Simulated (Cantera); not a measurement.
An isothermal, constant-pressure homogeneous reactor starts with CH4 : CO2 : H2 = 1 : 1.2 : 0.96 (molar parts), at 1375 K and 29.0 bar.

Model: GRI-Mech 3.0 (53 species, 325 reactions), integrated in Cantera. The pressure lies above the range GRI-Mech 3.0 was tuned for (to about 10 atm).

x: mole fraction; the columns are a selection and need not sum to one.

```json
[
 {"t (s)": "0.000300", "x CH4": "0.316", "x CO2": "0.380", "x H2": "0.304", "x C2H6": "1.01e-5", "x CH2O": "___", "x CO": "6.93e-5"},
 {"t (s)": "0.000663", "x CH4": "0.316", "x CO2": "0.380", "x H2": "0.304", "x C2H6": "2.29e-5", "x CH2O": "___", "x CO": "0.000163"},
 {"t (s)": "0.00147", "x CH4": "0.316", "x CO2": "0.379", "x H2": "0.303", "x C2H6": "4.68e-5", "x CH2O": "___", "x CO": "0.000374"},
 {"t (s)": "0.00324", "x CH4": "0.316", "x CO2": "0.379", "x H2": "0.303", "x C2H6": "8.38e-5", "x CH2O": "___", "x CO": "0.000858"},
 {"t (s)": "0.00717", "x CH4": "0.316", "x CO2": "0.378", "x H2": "0.302", "x C2H6": "0.000126", "x CH2O": "___", "x CO": "0.00197"},
 {"t (s)": "0.0158", "x CH4": "0.315", "x CO2": "0.375", "x H2": "0.300", "x C2H6": "0.000170", "x CH2O": "___", "x CO": "0.00452"},
 {"t (s)": "0.0350", "x CH4": "0.314", "x CO2": "0.369", "x H2": "0.295", "x C2H6": "0.000243", "x CH2O": "___", "x CO": "0.0103"},
 {"t (s)": "0.0775", "x CH4": "0.312", "x CO2": "0.355", "x H2": "0.284", "x C2H6": "0.000366", "x CH2O": "___", "x CO": "0.0236"},
 {"t (s)": "0.171", "x CH4": "0.308", "x CO2": "0.326", "x H2": "0.258", "x C2H6": "0.000526", "x CH2O": "___", "x CO": "0.0522"},
 {"t (s)": "0.379", "x CH4": "0.303", "x CO2": "0.274", "x H2": "0.210", "x C2H6": "0.000689", "x CH2O": "___", "x CO": "0.104"},
 {"t (s)": "0.837", "x CH4": "0.292", "x CO2": "0.209", "x H2": "0.156", "x C2H6": "0.000893", "x CH2O": "___", "x CO": "0.167"},
 {"t (s)": "1.85", "x CH4": "0.278", "x CO2": "0.169", "x H2": "0.131", "x C2H6": "0.00111", "x CH2O": "6.93e-7", "x CO": "0.204"},
 {"t (s)": "4.09", "x CH4": "0.273", "x CO2": "0.162", "x H2": "0.131", "x C2H6": "0.00112", "x CH2O": "7.10e-7", "x CO": "0.212"},
 {"t (s)": "9.05", "x CH4": "0.270", "x CO2": "0.158", "x H2": "0.136", "x C2H6": "0.00105", "x CH2O": "7.13e-7", "x CO": "0.218"},
 {"t (s)": "20.0", "x CH4": "0.264", "x CO2": "0.150", "x H2": "0.148", "x C2H6": "0.000929", "x CH2O": "7.26e-7", "x CO": "0.229"}
]
```

**Question.** What belongs in the gaps?

**Answer.** 
- 0.000300, x CH2O: 1.05e-8
- 0.000663, x CH2O: 2.08e-8
- 0.00147, x CH2O: 3.39e-8
- 0.00324, x CH2O: 4.49e-8
- 0.00717, x CH2O: 5.40e-8
- 0.0158, x CH2O: 6.74e-8
- 0.0350, x CH2O: 9.54e-8
- 0.0775, x CH2O: 1.55e-7
- 0.171, x CH2O: 2.69e-7
- 0.379, x CH2O: 4.31e-7
- 0.837, x CH2O: 5.90e-7
